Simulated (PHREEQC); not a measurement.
Leach liquor

Solution (20 °C): 0.95 mol HCl, 0.042 mol ZnSO4 and 0.00083 mol Fe2(SO4)3 per kg of water. Closed to the air; pH follows from the charge balance.

Equilibrium calculation in PHREEQC: ion-association model, wateq4f.dat.

This is a speciation only: nothing precipitates in the calculation.

Predict the pH, activity of water, ionic strength.

pH 0.17; activity of water 0.968; ionic strength 0.998 mol/kgw.

In which forms is Fe present?

FeCl+2 47 %, FeCl2+ 29 %, FeHSO4+2 11 %, Fe+3 8.1 %, FeSO4+ 3.8 %, FeCl3 1.0 % of the Fe.

The ionic strength is past about 0.7 mol/kgw, beyond the range of this activity model, so the values are rough.
